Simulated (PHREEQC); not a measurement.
Model water analysis in mg/L, 25 °C, pH 6.27, pe 1.1:

| constituent | mg/L |
|---|---|
| Na | 0.476 |
| K | 0.15 |
| Ca | 0.0533 |
| Mg | 0.304 |
| Cl | 0.621 |
| S(6) as SO4 | 1.47 |
| Alkalinity as HCO3 | 0.341 |
| F | 0.000623 |
| Si as SiO2 | 0.0326 |

Valence states are taken as typed.

Computed with PHREEQC (ion-association model, phreeqc.dat).

```csv
quantity,before,after
CO2 (mol/kgw),7.30e-6,6.18e-5
HCO3- (mol/kgw),6.11e-6,8.78e-6
HSO4- (mol/kgw),7.72e-10,4.54e-9
CO3-2 (mol/kgw),5.51e-10,1.35e-10
H3SiO4- (mol/kgw),1.50e-10,2.56e-11
MgOH+ (mol/kgw),8.16e-11,1.39e-11
SI of Quartz (SiO2),-2.29,-2.29
```

Task: Name the change that produced these shifts.
(A) Na from 0.476 to 0.238 mg/L
(B) temperature from 25 to 50 °C at the same typed pH
(C) pH from 6.27 to 5.5 at the same alkalinity
(D) pH from 6.27 to 6.57 at the same alkalinity

Result: C, pH from 6.27 to 5.5 at the same alkalinity

This is a speciation only: nothing precipitates in the calculation. SiF6-2 is the database's only silicon fluoride.
